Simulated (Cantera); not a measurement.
Input: 1 mol CaO, 3.4 mol Cl₂, 2.5 mol N₂, at 1850 K and 21000 Pa.

Equilibrium computed with Cantera from the NASA thermochemical tables; the gas is ideal and each condensed phase is pure. Candidate condensed phases: Ca, CaCl₂, CaO; 17 gas species. Rates play no part.

Base state: Cl 0.332, N₂ 0.325, Cl₂ 0.147, CaCl₂ 0.130, O₂ 0.0639, NO 0.00174, ClO 0.000655, O 0.000106 (mole fractions); condensed: gas only.

Task: What changes in the equilibrium state with this change: Cl₂ from 3.4 to 0.69 mol?

Result: 
```json
[
 {"species": "N₂", "before": "0.325", "after": "0.703"},
 {"species": "CaCl₂", "before": "0.130", "after": "0.185"},
 {"species": "O₂", "before": "0.0639", "after": "0.0911"},
 {"species": "Cl", "before": "0.332", "after": "0.0173"},
 {"species": "Cl₂", "before": "0.147", "after": "0.000397"},
 {"species": "ClO", "before": "0.000655", "after": "4.07e-5"},
 {"species": "NO", "before": "0.00174", "after": "0.00305"},
 {"species": "O", "before": "0.000106", "after": "0.000127"},
 {"species": "CaO(s), mol", "before": "0", "after": "0.342"}
]
```
Condensed phases not in the tables: oxide chlorides.

Task: What changes in the equilibrium state with this change: pressure from 21000 Pa to 1.10 Pa?

Result: 
```json
[
 {"species": "Cl", "before": "0.332", "after": "0.542"},
 {"species": "N₂", "before": "0.325", "after": "0.281"},
 {"species": "CaCl₂", "before": "0.130", "after": "0.113"},
 {"species": "Cl₂", "before": "0.147", "after": "2.05e-5"},
 {"species": "O", "before": "0.000106", "after": "0.0129"},
 {"species": "O₂", "before": "0.0639", "after": "0.0493"},
 {"species": "CaCl", "before": "3.01e-8", "after": "0.000303"},
 {"species": "ClO", "before": "0.000655", "after": "6.80e-6"}
]
```

Task: What changes in the equilibrium state with this change: CaO replaced by Al₂O₃?

Result: 
| species | before | after |
|---|---|---|
| Cl | 0.332 | 0.395 |
| N₂ | 0.325 | 0.336 |
| Cl₂ | 0.147 | 0.208 |
| CaCl₂ | 0.130 | 0 |
| AlCl₃ | 0 | 0.0347 |
| O₂ | 0.0639 | 0.0252 |
| O | 0.000106 | 6.68e-5 |
| NO | 0.00174 | 0.00111 |
| Al₂O₃(s), mol | 0 | 0.871 |
Further candidate phases: Al, AlCl₃, AlN, Al₂O₃.
